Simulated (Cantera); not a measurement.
A perfectly stirred reactor is fed with 0.245 % C₂H₆, 5.37 % O₂, 94.2 % N₂, 0.151 % CH₄, at 1500000 Pa; it is held at 1175 K, and followed from long to short residence time.

Model: GRI-Mech 3.0 (53 species, 325 reactions), integrated in Cantera. The pressure lies above the range GRI-Mech 3.0 was tuned for (to about 10 atm).

x: mole fraction; the columns are a selection and need not sum to one.

```csv
τ (s),x C₂H₆,x O₂,x C₂H,x CH₂,x CH₃,x H₂,x CH₂O
15,9.43e-7,0.0421,<1e-12,<1e-12,1.61e-8,?,4.21e-7
2.3,3.71e-6,0.0423,<1e-12,1.54e-12,5.79e-8,?,1.74e-6
0.34,1.27e-5,0.0427,<1e-12,9.68e-12,1.79e-7,?,6.06e-6
0.050,4.07e-5,0.0437,<1e-12,5.64e-11,5.05e-7,?,1.89e-5
0.0074,0.000139,0.0459,2.55e-12,2.58e-10,1.30e-6,?,5.58e-5
0.0011,0.000631,0.0502,4.10e-12,4.34e-10,2.35e-6,?,0.000133
0.00016,0.00245,0.0537,<1e-12,<1e-12,2.23e-7,?,2.42e-7
```

Problem. Fill in the missing entries.

Solution. 
- 15, x H₂: 1.50e-7
- 2.3, x H₂: 6.53e-7
- 0.34, x H₂: 3.04e-6
- 0.050, x H₂: 1.48e-5
- 0.0074, x H₂: 6.55e-5
- 0.0011, x H₂: 0.000145
- 0.00016, x H₂: 4.59e-8
